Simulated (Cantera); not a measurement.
**Transport properties of process gases**

Gas mixture: N2O = 0.42 (molar parts), at 0.150 Torr, frozen composition.

Cantera's kinetic-theory transport with the Lennard-Jones parameters of GRI-Mech 3.0, ideal gas; thermal conductivity in the mixture-averaged form. The composition is frozen, though it would react at the higher temperatures.

| T (K) | ρ (kg/m³) | cp (J/kg/K) | μ (µPa s) | λ (mW/m/K) | Pr | D (cm²/s) N2 | D (cm²/s) OH | D (cm²/s) CH4 |
|---|---|---|---|---|---|---|---|---|
| 400 | 0.000265 | 970.3 | 19.5 | 25.5 | 0.741 | 1340 | 2080 | 1470 |
| 600 | 0.000176 | 1101 | 27.3 | 40.7 | 0.739 | 2720 | 4220 | 3040 |
| 800 | 0.000132 | 1192 | 34.0 | 54.9 | 0.739 | 4460 | 6890 | 5010 |
| 1000 | 0.000106 | 1255 | 40.0 | 68.0 | 0.739 | 6510 | 10000 | 7330 |
| 1200 | 8.82e-5 | 1294 | 45.5 | 80.1 | 0.735 | 8840 | 13600 | 9980 |
| 1400 | 7.56e-5 | 1327 | 50.5 | 91.4 | 0.733 | 11400 | 17600 | 12900 |
| 1600 | 6.62e-5 | 1353 | 55.2 | 102 | 0.732 | 14300 | 22000 | 16200 |
| 1800 | 5.88e-5 | 1375 | 59.7 | 112 | 0.732 | 17400 | 26800 | 19700 |
D: mixture-averaged diffusion coefficient of that species in the mixture.
